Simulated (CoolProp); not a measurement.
Properties of chloromethane (R40) along the isobar 5.03 MPa.

The numbers come from the reference Helmholtz-energy equation of state, Thol 2014 in CoolProp.

| T (°C) | phase | speed of sound (m/s) | expansivity (1/kK) |
|---|---|---|---|
| 113.75 | liquid | 429.0 | 6.678 |
| 122.45 | liquid | 355.0 | 10.30 |
| 131.15 | gas | 205.6 | 14.27 |
| 139.85 | gas | 217.9 | 10.20 |
| 148.55 | gas | 227.7 | 8.162 |
| 157.25 | gas | 236.1 | 6.900 |
| 165.95 | gas | (withheld) | (withheld) |
| 174.65 | gas | (withheld) | 5.387 |
| 183.35 | gas | 256.2 | (withheld) |
| 192.05 | gas | (withheld) | 4.494 |
| 200.75 | gas | (withheld) | 4.169 |
| 209.45 | gas | 272.3 | 3.897 |
| 218.15 | gas | (withheld) | 3.665 |
| 226.85 | gas | 281.7 | (withheld) |

Question: Fill in the missing entries.

Answer: 
- 165.95, speed of sound (m/s): 243.4
- 165.95, expansivity (1/kK): 6.029
- 174.65, speed of sound (m/s): 250.1
- 183.35, expansivity (1/kK): 4.891
- 192.05, speed of sound (m/s): 261.9
- 200.75, speed of sound (m/s): 267.2
- 218.15, speed of sound (m/s): 277.1
- 226.85, expansivity (1/kK): 3.464
